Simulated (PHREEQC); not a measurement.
Consider water at 25 °C with 0.09 mmol/kgw CaCl2, 1.7 mmol/kgw NaHCO3 and 2.9 mmol/kgw Na2SO4. Closed to the air; pH follows from the charge balance.

Equilibrium calculation in PHREEQC: ion-association model, wateq4f.dat.

No solid was allowed to form.

**Question.** Order these Ca species by the share of Ca that they hold, largest first: CaHCO3+, CaSO4, Ca+2, CaCO3.

**Answer.** Ca+2 (79 %), CaSO4 (19 %), CaHCO3+ (1.1 %), CaCO3 (0.98 %)

The pH is 8.20 and the ionic strength 0.0105 mol/kgw. Complexes and solids missing from the database can't appear.
